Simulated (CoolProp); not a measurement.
Vapour-liquid equilibrium of R22 (1) + C3F8 (R218) (2) at 0.282 MPa; x and y are mole fractions of (1).

Model: multi-fluid Helmholtz-energy mixture model, Kamei 1995 and Lemmon 2006; pair parameters Bell 2016, in CoolProp.

| x | bubble temperature (°C) | y at the bubble point | dew temperature at overall composition x (°C) | liquid density (mol/L) |
|---|---|---|---|---|
| 0.05 | … | 0.129 | -12.4 | … |
| 0.2 | -19.5 | … | -15.6 | 9.009 |
| 0.35 | -21.9 | 0.495 | -19.0 | 9.822 |
| 0.5 | -22.8 | 0.565 | … | 10.76 |
| 0.65 | -23.0 | 0.620 | -22.8 | 11.89 |
| 0.8 | -22.2 | 0.693 | -20.4 | … |
| 0.95 | -19.0 | 0.870 | -17.3 | … |

Question: Complete the blanks.

Answer: 
- 0.05, bubble temperature (°C): -14.1
- 0.05, liquid density (mol/L): 8.258
- 0.2, y at the bubble point: 0.372
- 0.5, dew temperature at overall composition x (°C): -22.0
- 0.8, liquid density (mol/L): 13.26
- 0.95, liquid density (mol/L): 14.87

y crosses x between x = 0.5 and 0.65: the model has an azeotrope there.

Pair parameters are fitted to limited data, so mixtures are less certain than the pure fluids.
